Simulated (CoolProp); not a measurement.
Carbon monoxide along the isobar 790 kPa: Z from the reference equation and from simpler models built on Tc = -140.3 °C, pc = 3498 kPa, ω = 0.050; each cubic takes its own stable root.

Computed with CoolProp (reference Helmholtz-energy equation of state, Lemmon 2006). It is a short technical equation, of lower accuracy than the large ones.

```json
[
 {"T (°C)": "-190.45", "phase": "liquid", "reference": "0.04072", "van der Waals": "0.05958", "Redlich-Kwong": "0.04061", "Soave-Redlich-Kwong": "0.04082", "Peng-Robinson": "0.03614"},
 {"T (°C)": "-168.45", "phase": "liquid", "reference": "0.03740", "van der Waals": "0.8660", "Redlich-Kwong": "0.03864", "Soave-Redlich-Kwong": "0.03856", "Peng-Robinson": "0.03402"},
 {"T (°C)": "-146.35", "phase": "gas", "reference": "0.9075", "van der Waals": "0.9195", "Redlich-Kwong": "0.9061", "Soave-Redlich-Kwong": "0.9058", "Peng-Robinson": "0.8970"},
 {"T (°C)": "-124.35", "phase": "gas", "reference": "0.9446", "van der Waals": "0.9471", "Redlich-Kwong": "0.9432", "Soave-Redlich-Kwong": "0.9439", "Peng-Robinson": "0.9364"},
 {"T (°C)": "-102.35", "phase": "gas", "reference": "0.9646", "van der Waals": "0.9635", "Redlich-Kwong": "0.9634", "Soave-Redlich-Kwong": "0.9650", "Peng-Robinson": "0.9585"},
 {"T (°C)": "-80.25", "phase": "gas", "reference": "0.9767", "van der Waals": "0.9740", "Redlich-Kwong": "0.9756", "Soave-Redlich-Kwong": "0.9777", "Peng-Robinson": "0.9721"},
 {"T (°C)": "-58.25", "phase": "gas", "reference": "0.9845", "van der Waals": "0.9810", "Redlich-Kwong": "0.9833", "Soave-Redlich-Kwong": "0.9858", "Peng-Robinson": "0.9809"},
 {"T (°C)": "-36.25", "phase": "gas", "reference": "0.9896", "van der Waals": "0.9859", "Redlich-Kwong": "0.9885", "Soave-Redlich-Kwong": "0.9912", "Peng-Robinson": "0.9868"},
 {"T (°C)": "-14.15", "phase": "gas", "reference": "0.9933", "van der Waals": "0.9895", "Redlich-Kwong": "0.9921", "Soave-Redlich-Kwong": "0.9949", "Peng-Robinson": "0.9910"},
 {"T (°C)": "7.85", "phase": "gas", "reference": "0.9959", "van der Waals": "0.9922", "Redlich-Kwong": "0.9946", "Soave-Redlich-Kwong": "0.9974", "Peng-Robinson": "0.9940"},
 {"T (°C)": "29.85", "phase": "gas", "reference": "0.9977", "van der Waals": "0.9942", "Redlich-Kwong": "0.9965", "Soave-Redlich-Kwong": "0.9992", "Peng-Robinson": "0.9962"},
 {"T (°C)": "51.95", "phase": "gas", "reference": "0.9991", "van der Waals": "0.9957", "Redlich-Kwong": "0.9978", "Soave-Redlich-Kwong": "1.001", "Peng-Robinson": "0.9978"}
]
```

At some of these states van der Waals gives the other phase, because its saturation line lies elsewhere.
